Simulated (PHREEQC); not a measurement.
Model water analysis in mg/L, 20 °C, pH 7.25, pe 0.9: Na 0.0462; K 0.00261; Ca 0.0496; Mg 0.00395; Cl 0.0225; S(6) as SO4 0.0576; Alkalinity as HCO3 0.192; Sr 0.000327; Ba 0.00322.

Valence states are taken as typed.

All values are PHREEQC results (ion-association model, wateq4f.dat), not measurements.

No solid was allowed to form.

### Question
Predict the charge-balance error.

### Answer
charge-balance error -0.5 %.

### Question
In which forms is C present?

### Answer
HCO3- 88 %, CO2 12 % of the C.

Species that the database lacks are ignored.
